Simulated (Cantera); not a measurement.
Charge: 1 mol PbO, 0.26 mol H2, held at 1423 K and 43.0 Pa.

These are equilibrium values from Cantera (NASA tables, ideal gas, pure condensed phases), not measurements of a reactor. Gases not in the tables: (PbO)n polymers. Kinetics and transport are ignored.

| species | before | after |
|---|---|---|
| Pb | 0.292 | 0.404 |
| PbO | 0.463 | 0.301 |
| H2O | 0.196 | 0.183 |
| O2 | 0.0478 | 0.110 |
| H | 1.69e-6 | 3.37e-5 |
| O | 1.42e-5 | 0.000227 |
| H2 | 2.77e-5 | 0.000172 |
| OH | 0.000259 | 0.00139 |
Gas species are given as mole fractions.

Problem. What was changed between the two runs?
A) temperature from 1423 K to 1598.15 K
B) H2 from 0.26 to 1.1 mol
C) temperature from 1423 K to 1100 K
D) H2 from 0.26 to 0.1 mol

Solution. A, temperature from 1423 K to 1598.15 K
